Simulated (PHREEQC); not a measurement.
A solution holds 0.0015 mol/kgw HCl, 0.0005 mol/kgw Al2(SO4)3 and 0.00093 mol/kgw Fe2(SO4)3, at 25 °C. Closed to the air; pH follows from the charge balance.

Model: ion-association model, wateq4f.dat, run in PHREEQC.

Precipitation was switched off in this run.

**Question.** Order these S species by the share of S that they hold, largest first: FeSO4+, AlSO4+, Fe(SO4)2-, HSO4-, SO4-2.

**Answer.** SO4-2 (48 %), FeSO4+ (27 %), AlSO4+ (15 %), HSO4- (5.7 %), Fe(SO4)2- (1.7 %)

**Question.** Order these Fe species by the share of Fe that they hold, largest first: Fe(OH)2+, Fe(SO4)2-, FeSO4+, FeOH+2, Fe+3.

**Answer.** FeSO4+ (63 %), FeOH+2 (22 %), Fe+3 (8.4 %), Fe(OH)2+ (3.3 %), Fe(SO4)2- (1.9 %)

The pH is 2.78 and the ionic strength 0.00992 mol/kgw. The solution is supersaturated, for example in Hematite (slow to form), Goethite (slow to form), so a real one may precipitate; this is no full list.
